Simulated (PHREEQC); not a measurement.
## Copper plating or etch bath

Make-up at 25 °C: 0.011 mol Cu(BF4)2, 0.002 mol HCl and 0.0028 mol H3BO3 per kg of water. Closed to the air; pH follows from the charge balance.

All values are PHREEQC results (ion-association model, phreeqc.dat), not measurements.

Each row changes one thing in this solution. Precipitation was switched off in this run.

```
case                                    pH  ionic strength (mol/kgw)  H3BO3 (mol/kgw)  H2BO3- (mol/kgw)
------------------------------------  ----  ------------------------  ---------------  ----------------
as made                               2.61                    0.0355          0.00350          9.92e-10
diluted 2-fold with water             2.78                    0.0181          0.00229          9.17e-10
Cu(BF4)2 left out                     2.72                   0.00200          0.00280          8.87e-10
temperature from 25 to 15 °C          2.60                    0.0356          0.00336          7.63e-10
HCl from 0.002 to 0.02 mol/kgw        1.79                    0.0515          0.00407          1.78e-10
temperature from 25 to 50 °C          2.66                    0.0350          0.00401           1.95e-9
H3BO3 from 0.0028 to 0.00308 mol/kgw  2.61                    0.0355          0.00375           1.06e-9
0.0037 mol/kgw CO2 added              2.61                    0.0355          0.00350          9.91e-10
```

Constants without temperature data keep their 25 °C values here. Real BF4- forms and hydrolyses slowly; the run takes it at equilibrium.
